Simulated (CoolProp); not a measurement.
Vapour-liquid equilibrium of propylene (1) + propane (2) at 17.2 bar; x and y are mole fractions of (1).

Values from CoolProp's multi-fluid Helmholtz-energy mixture model, Lemmon 2013 and Lemmon 2009; pair parameters Bell 2016.

```tsv
x	bubble temperature (°C)	y at the bubble point	dew temperature at overall composition x (°C)	liquid density (mol/L)
0.05	49.6	0.058	49.6	10.22
0.125	48.7	0.143	48.9	10.30
0.2	47.8	0.226	48.1	10.38
0.275	47.1	0.305	47.3	10.46
0.35	46.3	0.382	46.6	10.54
0.425	45.7	0.457	45.9	10.62
0.5	45.0	0.531	45.3	10.71
0.575	44.4	0.603	44.7	10.79
0.65	43.9	0.674	44.1	10.87
0.725	43.4	0.745	43.5	10.96
0.8	42.9	0.815	43.0	11.04
0.875	42.5	0.884	42.6	11.13
0.95	42.1	0.954	42.1	11.22
```

No azeotrope shows between x = 0.05 and 0.95.

Pair parameters are fitted to limited data, so mixtures are less certain than the pure fluids.
